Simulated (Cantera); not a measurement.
## Adiabatic ignition

An adiabatic, constant-pressure homogeneous reactor starts with 2.54 % C3H8, 17.4 % O2, 80.1 % N2, at 1800 K and 1.10 bar.

Detailed kinetics in Cantera: GRI-Mech 3.0 (53 species, 325 reactions). GRI-Mech 3.0 was tuned for natural gas; its chemistry of propane as a main component is partial and can be far from experiment.

| t (s) | T (K) | x C3H8 | x O2 | x CO | x CO2 | x C2H | x H2O | x HCN |
|---|---|---|---|---|---|---|---|---|
| 1.00e-6 | 1785 | 0.0233 | 0.173 | 1.11e-5 | 1.91e-6 | 7.68e-11 | 0.000135 | 2.91e-11 |
| 2.28e-6 | 1769 | 0.0199 | 0.172 | 0.000174 | 3.11e-5 | 3.62e-9 | 0.000955 | 8.51e-10 |
| 5.18e-6 | 1770 | 0.0112 | 0.164 | 0.00235 | 0.000289 | 1.20e-7 | 0.00540 | 1.77e-8 |
| 1.18e-5 | 2081 | 7.97e-6 | 0.114 | 0.0386 | 0.00324 | 2.41e-5 | 0.0416 | 1.49e-6 |
| 2.68e-5 | 2355 | <1e-12 | 0.0570 | 0.0389 | 0.0315 | <1e-12 | 0.0661 | 5.41e-11 |
| 6.11e-5 | 2440 | <1e-12 | 0.0544 | 0.0331 | 0.0378 | <1e-12 | 0.0681 | 1.35e-11 |
| 0.000139 | 2558 | <1e-12 | 0.0532 | 0.0296 | 0.0419 | <1e-12 | 0.0734 | 2.42e-11 |
| 0.000316 | 2673 | <1e-12 | 0.0514 | 0.0249 | 0.0473 | <1e-12 | 0.0786 | 5.75e-11 |
| 0.000720 | 2713 | <1e-12 | 0.0497 | 0.0227 | 0.0497 | <1e-12 | 0.0807 | 1.02e-10 |
| 0.00164 | 2711 | <1e-12 | 0.0479 | 0.0226 | 0.0499 | <1e-12 | 0.0810 | 1.49e-10 |
| 0.00373 | 2705 | <1e-12 | 0.0458 | 0.0225 | 0.0500 | <1e-12 | 0.0813 | 1.97e-10 |
| 0.00848 | 2703 | <1e-12 | 0.0449 | 0.0225 | 0.0500 | <1e-12 | 0.0814 | 2.18e-10 |
| 0.0193 | 2703 | <1e-12 | 0.0448 | 0.0225 | 0.0500 | <1e-12 | 0.0814 | 2.19e-10 |
| 0.0439 | 2703 | <1e-12 | 0.0448 | 0.0225 | 0.0500 | <1e-12 | 0.0814 | 2.19e-10 |
| 0.100 | 2703 | <1e-12 | 0.0448 | 0.0225 | 0.0500 | <1e-12 | 0.0814 | 2.19e-10 |
x: mole fraction; the columns are a selection and need not sum to one.

```
Quantity                                                          Result
---------------------------------  -------------------------------------
time of steepest temperature rise                                12.6 µs
temperature at 0.100 s                                            2703 K
equilibrium temperature                                           2703 K
x(C3H8) at 0.100 s                 <1e-12 (gas-phase equilibrium <1e-12)
x(O2) at 0.100 s                   0.0448 (gas-phase equilibrium 0.0448)
x(CO) at 0.100 s                   0.0225 (gas-phase equilibrium 0.0225)
```
